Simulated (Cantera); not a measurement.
Feed: 1 mol TiO2, 570 mol H2, equilibrated at 1925 K and 1.20 bar.

Cantera equilibrium calculation (NASA polynomials, part measured and part estimated; ideal gas, pure solids and liquids). Candidate condensed phases: H2O, Ti, TiO, TiO2, Ti2O3, Ti3O5, Ti4O7; 12 gas species. Rates play no part.

Base state: H2 0.998, H2O 0.000877, H 0.000872 (mole fractions); condensed: Ti2O3(s).

Question: What changes in the equilibrium state with this change: temperature from 1925 K to 2073.15 K?

Answer: 
| species | before | after |
|---|---|---|
| H2 | 0.998 | 0.997 |
| H | 0.000872 | 0.00240 |
| H2O | 0.000877 | 0.000877 |
| Ti2O3(s), mol | 0.500 | 0.500 |
